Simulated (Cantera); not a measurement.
## Ignition delay

Mixture: CH₄ : C₂H₆ : C₃H₈ : O₂ : N₂ : CO₂ = 1 : 0.055 : 0.066 : 3.82 : 14.4 : 2.4 (molar parts), at 1.60 bar, adiabatic and at constant pressure. Ignition delay is the time to a rise of 400 K.

Cantera simulation using GRI-Mech 3.0 (53 species, 325 reactions); the numbers are that mechanism's predictions, not measurements.

```
T0 (K)  delay (ms)
------  ----------
1125          20.1
1225          4.41
1325          1.10
1425         0.333
1525         0.126
1625        0.0584
1725        0.0321
```

```
Item                                                    Result
--------------------------------------------------  ----------
apparent activation energy between 1525 and 1725 K  150 kJ/mol
```
